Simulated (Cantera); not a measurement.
A freely propagating, adiabatic, planar premixed flame of CH₄ : CO : O₂ : N₂ = 1 : 0.15 : 2.92 : 11 (molar parts), equivalence ratio 0.71, unburnt at 300 K and 0.950 bar; mixture-averaged transport, grid criteria slope 0.08 and curve 0.16, no radiation.

Detailed kinetics in Cantera: GRI-Mech 3.0 (53 species, 325 reactions). Burning velocities carry a grid error of a few per cent, more on coarse grids.

Problem. Predict: laminar burning velocity; thermal thickness; peak x(HO₂); peak x(H).

Solution. 
| Property | Value |
|---|---|
| laminar burning velocity | 22.2 cm/s |
| thermal thickness | 0.650 mm |
| peak x(HO₂) | 0.000152 |
| peak x(H) | 0.00173 |
